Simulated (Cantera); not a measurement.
A freely propagating, adiabatic, planar premixed flame of 17.1 % CH3OH, 19.7 % O2, 63.2 % N2, equivalence ratio 1.3, unburnt at 600 K and 19000 Pa; mixture-averaged transport, grid criteria slope 0.08 and curve 0.16, no radiation.

Computed with Cantera and GRI-Mech 3.0 (53 species, 325 reactions). GRI-Mech 3.0 was tuned for natural gas; its chemistry of methanol as a main component is partial and can be far from experiment. Burning velocities carry a grid error of a few per cent, more on coarse grids.

x: mole fraction of selected species; z is measured from the peak of heat release.

```tsv
z (mm)	T (K)	u (m/s)	x CH3OH	x O2	x C2H2	x HCN	x NO2	x NO
-2.81	600	2.09	0.171	0.196	<1e-8	<1e-8	<1e-8	<1e-8
-1.88	603	2.11	0.169	0.195	<1e-8	<1e-8	<1e-8	<1e-8
-1.41	611	2.15	0.168	0.192	<1e-8	<1e-8	<1e-8	<1e-8
-0.938	672	2.41	0.161	0.184	8.89e-8	<1e-8	2.07e-8	1.46e-8
-0.469	1021	3.86	0.121	0.149	8.97e-7	9.73e-8	1.10e-7	1.70e-7
-0.234	1409	5.56	0.0665	0.110	2.34e-6	2.50e-7	1.05e-7	5.24e-7
0	1790	7.37	0.0124	0.0709	4.89e-6	5.40e-7	2.46e-8	1.18e-6
0.234	1933	8.07	…	…	…	…	<1e-8	…
0.469	1964	8.19	3.36e-6	0.0285	1.25e-6	6.17e-7	<1e-8	2.63e-6
0.938	1989	8.26	<1e-8	…	…	…	<1e-8	…
1.88	2014	8.31	<1e-8	0.0107	<1e-8	3.81e-8	<1e-8	4.96e-6
3.75	2040	8.39	<1e-8	0.00952	<1e-8	<1e-8	<1e-8	7.25e-6
7.50	2079	8.52	<1e-8	0.00854	<1e-8	<1e-8	<1e-8	1.18e-5
```

Q: What belongs in the gaps?

A: 
- 0.234, x CH3OH: 0.000406
- 0.234, x O2: 0.0451
- 0.234, x C2H2: 4.29e-6
- 0.234, x HCN: 7.64e-7
- 0.234, x NO: 1.95e-6
- 0.938, x O2: 0.0152
- 0.938, x C2H2: 3.03e-8
- 0.938, x HCN: 2.50e-7
- 0.938, x NO: 3.61e-6
